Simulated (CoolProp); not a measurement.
Fluorine along the isobar 6.73 MPa: fugacity coefficient from the reference equation and from simpler models built on Tc = -128.7 °C, pc = 5.240 MPa, ω = 0.045; each cubic takes its own stable root.

Computed with CoolProp (reference Helmholtz-energy equation of state, de Reuck 1990).

| T (°C) | phase | reference |
|---|---|---|
| -211.25 | liquid | 0.0004684 |
| -197.35 | liquid | 0.005772 |
| -183.45 | liquid | 0.02979 |
| -169.65 | liquid | 0.09168 |
| -155.75 | liquid | 0.2057 |
| -141.85 | liquid | 0.3695 |
| -127.95 | supercritical | 0.5607 |
| -114.15 | supercritical | 0.6978 |
| -100.25 | supercritical | 0.7718 |
| -86.35 | supercritical | 0.8234 |
| -72.45 | supercritical | 0.8615 |
| -58.65 | supercritical | 0.8902 |
| -44.75 | supercritical | 0.9127 |
| -30.85 | supercritical | 0.9304 |

How far does each simpler model (van der Waals, Soave-Redlich-Kwong, Peng-Robinson) lie from the reference over these 14 states: mean and median of the absolute difference, and the worst?


- van der Waals: mean 231.1 %, median 4.0 %, worst +2182.2 % at -211.25 °C and 6.73 MPa
- Soave-Redlich-Kwong: mean 1.0 %, median 0.6 %, worst +2.2 % at -155.75 °C and 6.73 MPa
- Peng-Robinson: mean 3.4 %, median 2.8 %, worst +12.1 % at -211.25 °C and 6.73 MPa
